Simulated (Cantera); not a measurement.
A freely propagating, adiabatic, planar premixed flame of 6.59 % CH4, 6.59 % H2, 18.3 % O2, 68.5 % N2, equivalence ratio 0.90, unburnt at 350 K and 3.50 bar; mixture-averaged transport, grid criteria slope 0.08 and curve 0.16, no radiation.

Cantera simulation using GRI-Mech 3.0 (53 species, 325 reactions); the numbers are that mechanism's predictions, not measurements. Burning velocities carry a grid error of a few per cent, more on coarse grids.

Q: Predict: laminar burning velocity; thermal thickness; peak x(H); peak x(CH2CO); peak x(CH2O).

A: 
| Property | Result |
|---|---|
| laminar burning velocity | 42.0 cm/s |
| thermal thickness | 0.141 mm |
| peak x(H) | 0.00305 |
| peak x(CH2CO) | 5.53e-5 |
| peak x(CH2O) | 0.000991 |
